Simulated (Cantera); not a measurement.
**N2O furnace oxynitridation**

An isothermal, constant-pressure homogeneous reactor starts with 30.3 % N₂O, 69.7 % N₂, at 1400 K and 0.987 atm.

Cantera simulation using GRI-Mech 3.0 (53 species, 325 reactions); the numbers are that mechanism's predictions, not measurements. GRI-Mech 3.0 was tuned for natural gas; its chemistry of N2O as a main component is partial and can be far from experiment. The temperature is held fixed by assumption; the heat of reaction is taken as removed at once.

| t (s) | x N₂O | x O | x NO | x O₂ | x NO₂ | x N₂ |
|---|---|---|---|---|---|---|
| 1.00e-5 | 0.303 | 1.47e-5 | 3.12e-6 | 6.35e-6 | 3.79e-11 | 0.697 |
| 5.01e-5 | 0.303 | 2.40e-5 | 3.52e-5 | 7.17e-5 | 4.78e-9 | 0.697 |
| 0.000251 | 0.302 | 2.43e-5 | 0.000214 | 0.000436 | 1.67e-7 | 0.698 |
| 0.00126 | 0.297 | 2.42e-5 | 0.00109 | 0.00224 | 3.38e-6 | 0.700 |
| 0.00631 | 0.272 | 2.35e-5 | 0.00518 | 0.0107 | 3.30e-5 | 0.712 |
| 0.0316 | 0.183 | 2.03e-5 | 0.0197 | 0.0423 | 0.000147 | 0.755 |
| 0.158 | 0.0384 | 8.79e-6 | 0.0384 | 0.0954 | 0.000291 | 0.827 |
| 0.794 | 0.000217 | 4.01e-7 | 0.0402 | 0.111 | 0.000228 | 0.848 |
| 3.98 | 5.28e-7 | 3.18e-7 | 0.0402 | 0.111 | 0.000217 | 0.848 |
| 20.0 | 5.25e-7 | 3.18e-7 | 0.0400 | 0.111 | 0.000216 | 0.848 |
| 100 | 5.10e-7 | 3.19e-7 | 0.0394 | 0.112 | 0.000213 | 0.849 |
x: mole fraction; the columns are a selection and need not sum to one.

Equilibrium at this temperature and pressure: N₂O 4.03e-8, O 3.45e-7, NO 0.000604, O₂ 0.131, NO₂ 3.54e-6, N₂ 0.868 (gas phase only).
